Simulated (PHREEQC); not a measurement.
Model water analysis in mg/L, 25 °C, pH 7.7, pe 10.6:

```csv
constituent,mg/L
Na,58.7
K,14.5
Ca,17.8
Mg,0.529
Cl,42.1
S(6) as SO4,103
Alkalinity as HCO3,79.2
N(5) as NO3,2.41
Zn,1.5
Cd,0.243
B,1.24
Br,4.2
```

Valence states are taken as typed.

Model: ion-association model, phreeqc.dat, run in PHREEQC.

No solid was allowed to form.

### Question
Estimate the specific conductance, charge-balance error.

### Answer
specific conductance 484 µS/cm; charge-balance error -9.7 %.

### Question
In which forms is Cd present?

### Answer
Cd+2 78 %, CdSO4 12 %, CdCl+ 6.4 %, CdHCO3+ 2.3 % of the Cd.

Examples of supersaturated solids here: Otavite. Others may be too. Complexes and solids missing from the database can't appear. The database's zinc carbonate complexes are estimates, stronger than later reviews accept.
